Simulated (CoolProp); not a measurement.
The fluid at 486.21 K and 1.34 MPa flows at 0.1 m/s in a round tube of 6 mm bore and 45 µm roughness, fully developed (64/Re and Nu = 3.66 if laminar; Colebrook and Gnielinski if turbulent). The same conditions are run with several fluids, on thermodynamics alone (safety and materials aside).

Computed with CoolProp (reference Helmholtz-energy equation of state of each fluid (methane: Setzmann 1991; R143a: Lemmon and Jacobsen 2000; R141b: Lemmon 2006; ethanol: Schroeder 2014)).

| fluid | Reynolds number | Darcy friction factor | pressure drop (Pa/m) | heat-transfer coefficient (W/(m² K)) | mass flow (kg/h) |
|---|---|---|---|---|---|
| methane | [?] | 0.336 | 1.49 | 40.4 | 0.0542 |
| R143a | [?] | 0.0668 | 1.61 | 22.3 | 0.295 |
| R141b | [?] | 0.0377 | 1.36 | 17.3 | 0.442 |
| ethanol | [?] | 0.0921 | [?] | [?] | 0.171 |

Q: What belongs in the gaps?

A: 
- methane, Reynolds number: 191
- R143a, Reynolds number: 957
- R141b, Reynolds number: 1700
- ethanol, Reynolds number: 695
- ethanol, pressure drop (Pa/m): 1.29
- ethanol, heat-transfer coefficient (W/(m² K)): 23.9

Transport values come from each fluid's own correlations; those of R143a, R141b are estimates that may be off by 10 % or more.
